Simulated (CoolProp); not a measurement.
Isopentane along the isotherm 283.7 K: density (kg/m³) from the reference equation and from simpler models built on Tc = 460.3 K, pc = 3378 kPa, ω = 0.227; each cubic takes its own stable root.

Values from CoolProp's reference Helmholtz-energy equation of state, Lemmon 2006. It is a short technical equation, of lower accuracy than the large ones.

```json
[
 {"p (kPa)": "461", "phase": "liquid", "reference": "629.9"},
 {"p (kPa)": "921", "phase": "liquid", "reference": "630.5"},
 {"p (kPa)": "1380", "phase": "liquid", "reference": "631.1"},
 {"p (kPa)": "1840", "phase": "liquid", "reference": "631.7"},
 {"p (kPa)": "2300", "phase": "liquid", "reference": "632.2"},
 {"p (kPa)": "2760", "phase": "liquid", "reference": "632.8"},
 {"p (kPa)": "3220", "phase": "liquid", "reference": "633.3"},
 {"p (kPa)": "3690", "phase": "liquid", "reference": "633.9"},
 {"p (kPa)": "4150", "phase": "liquid", "reference": "634.4"},
 {"p (kPa)": "4610", "phase": "liquid", "reference": "634.9"},
 {"p (kPa)": "5070", "phase": "liquid", "reference": "635.5"}
]
```

Task: How far does each simpler model (van der Waals, Redlich-Kwong, Soave-Redlich-Kwong, Peng-Robinson) lie from the reference over these 11 states: mean and median of the absolute difference, and the worst?

Result: 
- van der Waals: mean 37.6 %, median 37.5 %, worst -38.3 % at 283.7 K and 461 kPa
- Redlich-Kwong: mean 9.0 %, median 8.9 %, worst -9.3 % at 283.7 K and 461 kPa
- Soave-Redlich-Kwong: mean 6.6 %, median 6.7 %, worst -6.9 % at 283.7 K and 461 kPa
- Peng-Robinson: mean 5.3 %, median 5.3 %, worst +5.4 % at 283.7 K and 5070 kPa
